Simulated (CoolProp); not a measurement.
A single-stage vapour-compression cycle with the fluid: evaporating at 293.15 K (dew point), condensing at 343.15 K (bubble point), superheat 10 K, subcooling 5 K, compressor efficiency 0.9, no pressure losses. The same conditions are run with several fluids, on thermodynamics alone (safety and materials aside).

The numbers come from the reference Helmholtz-energy equation of state of each fluid (R141b: Lemmon 2006; n-pentane: Thol 2019; tetrahydrofuran: Fiedler 2023; propyne: Polt 1992; R124: de Vries 1995; n-perfluorohexane: Gao 2022) in CoolProp. The equations of Platzer and Polt are older, rougher fits.

| fluid | cooling COP | pressure ratio | discharge temperature (K) | refrigerating effect (kJ/kg) | volumetric capacity (kJ/m³) |
|---|---|---|---|---|---|
| R141b | [?] | 5.00 | 358.2 | 183 | [?] |
| n-pentane | 4.44 | 5.01 | [?] | 279 | 464 |
| tetrahydrofuran | 4.73 | 6.67 | 370.7 | 379 | 189 |
| propyne | 4.36 | 3.60 | 370.9 | 376 | 3290 |
| R124 | [?] | 3.86 | 351.1 | 104 | [?] |
| n-perfluorohexane | 3.72 | 6.53 | 343.1 | 54.2 | 174 |

Question: Fill in the missing entries.

Answer: 
- R141b, cooling COP: 4.60
- R141b, volumetric capacity (kJ/m³): 566
- n-pentane, discharge temperature (K): 343.6
- R124, cooling COP: 4.11
- R124, volumetric capacity (kJ/m³): 2010

The compression ends wet for: n-perfluorohexane.
